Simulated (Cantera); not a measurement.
**Si₂H₆ + HCl + H₂ (silicon epitaxy and polysilicon growth)**

A closed system holds: 1 mol Si₂H₆, 0.061 mol HCl, 150 mol H₂, at 0.700 bar.

Cantera equilibrium calculation (NASA polynomials, part measured and part estimated; ideal gas, pure solids and liquids). Candidate condensed phases: Si; 19 gas species. The feed counts by its element totals alone. Gases not in the tables: Si₂H₆ and higher silanes. Kinetics and transport are ignored.

| T (°C) | x H₂ | x HCl | x H | x SiH₂ | x SiH | x Si | x SiH₄ | x SiCl₂ | n Si(s) | n Si(l) |
|---|---|---|---|---|---|---|---|---|---|---|
| 1050 | 1.000 | 0.000397 | 1.90e-6 | 1.13e-7 | 7.77e-10 | 1.27e-10 | 5.61e-7 | 4.32e-7 | 2.00 | 0 |
| 1125 | 1.000 | 0.000397 | 5.65e-6 | 3.65e-7 | 4.69e-9 | 1.11e-9 | 6.28e-7 | 4.65e-7 | 2.00 | 0 |
| 1200 | 1.000 | 0.000397 | 1.51e-5 | 1.05e-6 | 2.35e-8 | 7.82e-9 | 6.94e-7 | 4.97e-7 | 2.00 | 0 |
| 1275 | 1.000 | 0.000397 | 3.68e-5 | 2.72e-6 | 1.01e-7 | 4.54e-8 | 7.60e-7 | 5.26e-7 | 2.00 | 0 |
| 1350 | 1.000 | 0.000397 | 8.26e-5 | 6.46e-6 | 3.75e-7 | 2.23e-7 | 8.26e-7 | 5.52e-7 | 2.00 | 0 |
| 1425 | 0.999 | 0.000397 | 0.000173 | 1.40e-5 | 1.22e-6 | 9.38e-7 | 8.77e-7 | 5.67e-7 | 0 | 2.00 |
| 1500 | 0.999 | 0.000397 | 0.000340 | 2.47e-5 | 3.14e-6 | 3.04e-6 | 8.10e-7 | 5.07e-7 | 0 | 2.00 |
x: gas mole fraction; n: condensed amount in mol.

From 1050 °C to 1350 °C the condensed part is Si(s). From 1425 °C to 1500 °C the condensed part is Si(l). The main Si-bearing gas is SiH₄ at 1050 °C and SiH₂ at 1500 °C.
